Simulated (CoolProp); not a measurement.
R245ca at several states: fugacity coefficient from the reference equation and from simpler models built on Tc = 447.6 K, pc = 3941 kPa, ω = 0.355; each cubic takes its own stable root.

Computed with CoolProp (reference Helmholtz-energy equation of state, Zhou 2016).

```json
[
 {"T (K)": "335.8", "p (kPa)": "6320", "phase": "liquid", "reference": "0.06392", "van der Waals": "0.2012", "Redlich-Kwong": "0.1075", "Soave-Redlich-Kwong": "0.06603", "Peng-Robinson": "___"},
 {"T (K)": "368.9", "p (kPa)": "10", "phase": "gas", "reference": "0.9982", "van der Waals": "0.9988", "Redlich-Kwong": "0.9985", "Soave-Redlich-Kwong": "0.9984", "Peng-Robinson": "0.9982"},
 {"T (K)": "337", "p (kPa)": "164", "phase": "gas", "reference": "___", "van der Waals": "0.9760", "Redlich-Kwong": "0.9687", "Soave-Redlich-Kwong": "0.9645", "Peng-Robinson": "0.9626"},
 {"T (K)": "223.4", "p (kPa)": "17.6", "phase": "liquid", "reference": "___", "van der Waals": "___", "Redlich-Kwong": "0.4915", "Soave-Redlich-Kwong": "___", "Peng-Robinson": "___"},
 {"T (K)": "370", "p (kPa)": "161", "phase": "gas", "reference": "0.9721", "van der Waals": "0.9810", "Redlich-Kwong": "0.9762", "Soave-Redlich-Kwong": "___", "Peng-Robinson": "0.9721"}
]
```

Fill in the missing entries.


- 335.8, Peng-Robinson: 0.06345
- 337, reference: 0.9606
- 223.4, reference: 0.08850
- 223.4, van der Waals: 0.9936
- 223.4, Soave-Redlich-Kwong: 0.09410
- 223.4, Peng-Robinson: 0.1032
- 370, Soave-Redlich-Kwong: 0.9739

At some of these states van der Waals gives the other phase, because its saturation line lies elsewhere.
